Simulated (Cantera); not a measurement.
Feed: 1 mol H2O, a varied amount of H2, 0.15 mol SO2, held at 2425 K and 32000 Pa.

These are equilibrium values from Cantera (NASA tables, ideal gas, pure condensed phases), not measurements of a reactor. Candidate condensed phases: H2O, H2SO4, S; 19 gas species. The numbers say what is thermodynamically allowed, not how fast it happens.

Problem. At 5.5 mol H2, list the 6 most abundant gas species with their mole fractions, and the condensed phases.

Solution. H2 0.762, H2O 0.189, H 0.0276, SH 0.00655, H2S 0.00474, SO 0.00295. Condensed: gas only.
